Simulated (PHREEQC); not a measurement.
Consider water at 8.7 °C with 0.03 mol/kgw MgCl2, 0.00038 mol/kgw Na2SO4 and 2.9e-07 mol/kgw H4SiO4. Closed to the air; pH follows from the charge balance.

Equilibrium calculation in PHREEQC: ion-association model, wateq4f.dat.

```tsv
quantity	before	after
pH	6.95	5.97
SO4-2 (mol/kgw)	0.000219	0.000112
NaSO4- (mol/kgw)	2.92e-7	1.91e-7
HSO4- (mol/kgw)	8.61e-10	1.49e-8
SI of Halite (NaCl)	-6.09	-6.24
SI of Mirabilite (Na2SO4:10H2O)	-8.59	-11.39
```

**Question.** What was changed between the two runs?
A. H4SiO4 left out
B. MgCl2 replaced by AlCl3 at the same molality
C. H4SiO4 from 2.9e-07 to 2.9e-08 mol/kgw
D. temperature from 8.7 to 65 °C
E. temperature from 8.7 to 35 °C

**Answer.** D, temperature from 8.7 to 65 °C

This is a speciation only: nothing precipitates in the calculation. Away from 25 °C the constants follow the database's enthalpies or fits; those with neither stay at their 25 °C values.
